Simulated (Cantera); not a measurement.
# Adiabatic ignition

An adiabatic, constant-volume homogeneous reactor starts with 20.9 % H2, 16.6 % O2, 62.4 % N2, at 1275 K and 27.6 atm.

Computed with Cantera and the H2/O2 subset of GRI-Mech 3.0, which has no nitrogen chemistry. The hydrogen kinetics of GRI-Mech 3.0 are dated; newer H2 mechanisms differ, most at raised pressure. The pressure lies above the range GRI-Mech 3.0 was tuned for (to about 10 atm).

```tsv
t (s)	T (K)	P (bar)	x H2	x O2	x O	x HO2	x H2O2	x H	x H2O
5.00e-6	1275	28.0	0.209	0.166	9.19e-9	5.10e-6	5.96e-7	3.52e-8	2.68e-6
1.21e-5	1275	28.0	0.209	0.166	4.49e-8	2.56e-5	5.33e-6	1.72e-7	2.34e-5
2.92e-5	1292	28.3	0.208	0.165	2.21e-6	0.000335	0.000312	8.54e-6	0.00169
7.07e-5	2931	58.1	0.00401	0.0644	0.00298	6.26e-5	6.58e-6	0.00106	0.218
0.000171	2931	58.1	0.00401	0.0644	0.00298	6.26e-5	6.58e-6	0.00106	0.218
0.000414	2931	58.1	0.00401	0.0644	0.00298	6.26e-5	6.58e-6	0.00106	0.218
0.00100	2931	58.1	0.00401	0.0644	0.00298	6.26e-5	6.58e-6	0.00106	0.218
0.00242	2931	58.1	0.00401	0.0644	0.00298	6.26e-5	6.58e-6	0.00106	0.218
0.00585	2931	58.1	0.00401	0.0644	0.00298	6.26e-5	6.58e-6	0.00106	0.218
0.0141	2931	58.1	0.00401	0.0644	0.00298	6.26e-5	6.58e-6	0.00106	0.218
0.0342	2931	58.1	0.00401	0.0644	0.00298	6.26e-5	6.58e-6	0.00106	0.218
0.0827	2931	58.1	0.00401	0.0644	0.00298	6.26e-5	6.58e-6	0.00106	0.218
0.200	2931	58.1	0.00401	0.0644	0.00298	6.26e-5	6.58e-6	0.00106	0.218
```
x: mole fraction; the columns are a selection and need not sum to one.

```json
{
 "time_of_steepest_temperature_rise": "35.0 µs",
 "temperature at 0.200 s": "2931 K",
 "equilibrium_temperature": "2931 K",
 "x(H2) at 0.200 s": "0.00401 (gas-phase equilibrium 0.00401)",
 "x(O2) at 0.200 s": "0.0644 (gas-phase equilibrium 0.0644)",
 "x(O) at 0.200 s": "0.00298 (gas-phase equilibrium 0.00298)"
}
```
